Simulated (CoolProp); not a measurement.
The fluid at 288.52 K and 1.38 MPa is throttled through a valve to 0.508 MPa with no heat exchange. The same conditions are run with several fluids, on thermodynamics alone (safety and materials aside).

Model: reference Helmholtz-energy equation of state of each fluid (propylene: Lemmon 2013; fluoroethane (R161): Wu 2012; methanol: de Reuck 1993; ethylbenzene: Zhou 2012; n-nonane: Lemmon 2006), in CoolProp.

| fluid | temperature change (K) | final phase | final density (kg/m³) |
|---|---|---|---|
| propylene | -20.0 | two-phase, vapour fraction 0.129 | 73.5 |
| fluoroethane (R161) | -10.7 | two-phase, vapour fraction 0.064 | 151 |
| methanol | +0.3 | liquid | 795 |
| ethylbenzene | +0.4 | liquid | 871 |
| n-nonane | +0.4 | liquid | 722 |
